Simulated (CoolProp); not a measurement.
c-C4F8 (RC318) along the isotherm 294.6 K: density (kg/m³) from the reference equation and from simpler models built on Tc = 388.4 K, pc = 2778 kPa, ω = 0.355; each cubic takes its own stable root.

Model: reference Helmholtz-energy equation of state, Platzer 1990, in CoolProp. This equation is an older, rougher fit; its heat capacities, sound speeds and derivatives of the liquid may be far off and weren't checked against measurements.

| p (kPa) | phase | reference | Redlich-Kwong | Peng-Robinson |
|---|---|---|---|---|
| 379 | liquid | 1513 | 34.81 | 1606 |
| 758 | liquid | 1516 | 1334 | 1610 |
| 1140 | liquid | 1518 | 1341 | 1615 |
| 1520 | liquid | 1521 | 1348 | 1619 |
| 1890 | liquid | 1523 | 1354 | 1623 |
| 2270 | liquid | 1525 | 1360 | 1627 |
| 2650 | liquid | 1528 | 1366 | 1631 |
| 3030 | liquid | 1530 | 1371 | 1635 |
| 3410 | liquid | 1532 | 1377 | 1639 |
| 3790 | liquid | 1535 | 1382 | 1642 |
| 4170 | liquid | 1537 | 1387 | 1646 |

At some of these states Redlich-Kwong gives the other phase, because its saturation line lies elsewhere.
